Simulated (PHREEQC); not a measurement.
Dissolve 0.05 mol/kgw FeSO4, 0.0027 mol/kgw CaCl2 and 0.19 mol/kgw Na2SO4 at 30 °C. Closed to the air; pH follows from the charge balance.

Computed with PHREEQC (ion-association model, phreeqc.dat).

* **pH**: 6.12
* **ionic strength**: 0.553 mol/kgw
* **activity of water**: 0.990
* **specific conductance**: 29100 µS/cm
* **density**: 1.026 g/cm³

| species | molality | activity | log γ |
|---|---|---|---|
| Na+ | 0.326 | 0.233 | -0.146 |
| SO4-2 | 0.157 | 0.0306 | -0.710 |
| NaSO4- | 0.0538 | 0.0368 | -0.165 |
| FeSO4 | 0.0278 | 0.0316 | 0.055 |
| Fe+2 | 0.0221 | 0.00531 | -0.620 |
| Cl- | 0.00537 | 0.00344 | -0.193 |
| CaSO4 | 0.00150 | 0.00171 | 0.055 |
| Ca+2 | 0.00120 | 0.000303 | -0.597 |
| FeCl+ | 3.44e-5 | 2.52e-5 | -0.134 |
| FeOH+ | 4.67e-6 | 3.14e-6 | -0.172 |
| HSO4- | 3.46e-6 | 2.54e-6 | -0.134 |
| H+ | 1.01e-6 | 7.65e-7 | -0.119 |
| FeHSO4+ | 2.21e-7 | 1.62e-7 | -0.134 |
| OH- | 3.05e-8 | 1.90e-8 | -0.206 |

Precipitation was switched off in this run.
